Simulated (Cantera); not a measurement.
A closed system holds: 1 mol SiCl4, 55 mol H2, at 902 °C and 42000 Pa.

Cantera equilibrium calculation (NASA polynomials, part measured and part estimated; ideal gas, pure solids and liquids). Candidate condensed phases: Si; 19 gas species. The tables' values for SiCl3 are old estimates; treat these amounts as uncertain. The numbers say what is thermodynamically allowed, not how fast it happens.

Base state: H2 0.961, HCl 0.0254, SiCl4 0.00577, SiHCl3 0.00514, SiCl2 0.00153, SiCl3 0.000951, SiH2Cl2 0.000588, SiH3Cl 1.83e-5 (mole fractions); condensed: Si(s).

Question: What changes in the equilibrium state with this change: H2 from 55 to 140 mol?

Answer: 
```tsv
species	before	after
H2	0.961	0.979
HCl	0.0254	0.0169
SiHCl3	0.00514	0.00147
SiCl4	0.00577	0.00108
SiCl3	0.000951	0.000270
SiCl2	0.00153	0.000662
SiH2Cl2	0.000588	0.000259
Si(s), mol	0.211	0.468
```
